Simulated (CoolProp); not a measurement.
Model: reference Helmholtz-energy equation of state, Gao 2016, in CoolProp.

**Question.** Give the vapour pressure (MPa), enthalpy of vaporisation (kJ/kg), vapour Z of saturated sulfur dioxide at -56.95, -37.35, 21.35 °C.

**Answer.** 
| T (°C) | p (MPa) | enthalpy of vaporisation (kJ/kg) | vapour Z |
|---|---|---|---|
| -56.95 | 0.00718 | 429 | 0.996 |
| -37.35 | 0.0252 | 413 | 0.990 |
| 21.35 | 0.346 | 360 | 0.936 |
